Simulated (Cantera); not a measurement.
An isothermal, constant-pressure homogeneous reactor starts with H₂ : O₂ : N₂ : H₂O = 0.56 : 1 : 4.4 : 0.018 (molar parts), at 1098 K and 0.503 atm.

Model: GRI-Mech 3.0 (53 species, 325 reactions), integrated in Cantera. The temperature is held fixed by assumption; the heat of reaction is taken as removed at once.

x: mole fraction; the columns are a selection and need not sum to one.

```json
[
 {"t (s)": "1.00e-5", "x H₂": "0.0937", "x O₂": "0.167", "x NO₂": "<1e-12", "x HO₂": "7.48e-10", "x NO": "<1e-12", "x N₂O": "<1e-12"},
 {"t (s)": "3.35e-5", "x H₂": "0.0937", "x O₂": "0.167", "x NO₂": "<1e-12", "x HO₂": "4.26e-9", "x NO": "<1e-12", "x N₂O": "<1e-12"},
 {"t (s)": "0.000112", "x H₂": "0.0937", "x O₂": "0.167", "x NO₂": "<1e-12", "x HO₂": "2.37e-6", "x NO": "<1e-12", "x N₂O": "1.89e-12"},
 {"t (s)": "0.000376", "x H₂": "0.00337", "x O₂": "0.127", "x NO₂": "2.12e-9", "x HO₂": "4.65e-5", "x NO": "1.15e-6", "x N₂O": "3.36e-8"},
 {"t (s)": "0.00126", "x H₂": "0.000418", "x O₂": "0.126", "x NO₂": "3.16e-8", "x HO₂": "1.34e-5", "x NO": "1.13e-6", "x N₂O": "4.64e-8"},
 {"t (s)": "0.00422", "x H₂": "(withheld)", "x O₂": "0.126", "x NO₂": "(withheld)", "x HO₂": "(withheld)", "x NO": "1.09e-6", "x N₂O": "5.05e-8"},
 {"t (s)": "0.0141", "x H₂": "5.81e-6", "x O₂": "0.126", "x NO₂": "8.29e-8", "x HO₂": "3.75e-7", "x NO": "1.08e-6", "x N₂O": "5.23e-8"},
 {"t (s)": "0.0474", "x H₂": "2.29e-7", "x O₂": "0.126", "x NO₂": "4.93e-8", "x HO₂": "4.25e-8", "x NO": "1.12e-6", "x N₂O": "5.31e-8"},
 {"t (s)": "0.159", "x H₂": "1.34e-8", "x O₂": "0.126", "x NO₂": "2.12e-8", "x HO₂": "8.98e-9", "x NO": "1.15e-6", "x N₂O": "5.35e-8"},
 {"t (s)": "0.532", "x H₂": "3.06e-9", "x O₂": "0.126", "x NO₂": "1.01e-8", "x HO₂": "3.03e-9", "x NO": "1.16e-6", "x N₂O": "5.34e-8"},
 {"t (s)": "1.78", "x H₂": "9.61e-10", "x O₂": "0.126", "x NO₂": "9.80e-9", "x HO₂": "(withheld)", "x NO": "1.16e-6", "x N₂O": "5.20e-8"},
 {"t (s)": "5.97", "x H₂": "5.38e-10", "x O₂": "0.126", "x NO₂": "1.61e-8", "x HO₂": "2.17e-9", "x NO": "1.15e-6", "x N₂O": "4.68e-8"},
 {"t (s)": "20.0", "x H₂": "5.07e-10", "x O₂": "0.126", "x NO₂": "1.82e-8", "x HO₂": "2.25e-9", "x NO": "1.15e-6", "x N₂O": "3.29e-8"}
]
```

Q: Some entries are withheld; supply them.

A: 
- 0.00422, x H₂: 6.76e-5
- 0.00422, x NO₂: 7.55e-8
- 0.00422, x HO₂: 3.04e-6
- 1.78, x HO₂: 1.98e-9
